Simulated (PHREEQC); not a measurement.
Consider water at 25 °C with 0.0094 mol/kgw KOH, 8.7e-05 mol/kgw K2SO4 and 0.03 mol/kgw LiCl. Closed to the air; pH follows from the charge balance.

Model: Pitzer model, pitzer.dat, run in PHREEQC.

| Item | Value |
|---|---|
| pH | 11.88 |
| ionic strength | 0.0397 mol/kgw |
| specific conductance | 5310 µS/cm |
| osmotic coefficient | 0.948 |
| total alkalinity | 9.40 meq/kg |

```csv
species,molality,activity,log γ
Cl-,0.0300,0.0249,-0.081
Li+,0.0300,0.0253,-0.073
K+,0.00957,0.00804,-0.076
OH-,0.00940,0.00769,-0.087
SO4-2,8.70e-5,3.91e-5,-0.348
```

No solid was allowed to form. Species that the database lacks are ignored.
